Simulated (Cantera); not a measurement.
An isothermal, constant-pressure homogeneous reactor starts with 10.7 % H2, 5.95 % O2, 83.3 % N2, equivalence ratio 0.90, at 800 K and 0.132 atm.

Detailed kinetics in Cantera: the H2/O2 subset of GRI-Mech 3.0, which has no nitrogen chemistry. Radical loss at walls, strong at low pressure, is not modelled. Below about 950 K walls govern HO2 and H2O2 in real vessels. The temperature is held fixed by assumption; the heat of reaction is taken as removed at once.

**Question.** Predict: x(H2) at 5.00 s; x(O2) at 5.00 s; x(H2O) at 5.00 s; x(HO2) at 5.00 s; x(H2O2) at 5.00 s.

**Answer.** 
```json
{
  "x(H2) at 5.00 s": "0.0265 (gas-phase equilibrium <1e-12)",
  "x(O2) at 5.00 s": "0.0195 (gas-phase equilibrium 0.00629)",
  "x(H2O) at 5.00 s": "0.0852 (gas-phase equilibrium 0.113)",
  "x(HO2) at 5.00 s": "1.08e-6 (gas-phase equilibrium <1e-12)",
  "x(H2O2) at 5.00 s": "7.48e-6 (gas-phase equilibrium <1e-12)"
}
```
